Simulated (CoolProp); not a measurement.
Vapour-liquid equilibrium of propylene (1) + dimethyl ether (2) at 0.317 MPa; x and y are mole fractions of (1).

Model: multi-fluid Helmholtz-energy mixture model, Lemmon 2013 and Wu 2011; pair parameters Bell 2016, in CoolProp.

| x | bubble temperature (K) | y at the bubble point | dew temperature at overall composition x (K) | liquid density (mol/L) |
|---|---|---|---|---|
| 0.05 | 276.0 | 0.112 | 277.2 | 14.98 |
| 0.2 | 270.4 | 0.373 | 274.2 | 14.80 |
| 0.35 | 265.9 | 0.554 | 270.9 | 14.59 |
| 0.5 | 262.4 | 0.688 | 267.3 | 14.37 |
| 0.65 | 259.5 | 0.794 | 263.4 | 14.14 |
| 0.8 | 257.0 | 0.885 | 259.3 | 13.91 |
| 0.95 | 254.9 | 0.971 | 255.4 | 13.69 |

No azeotrope shows between x = 0.05 and 0.95.

The pair parameters rest on a limited set of measurements; away from them the model extrapolates.
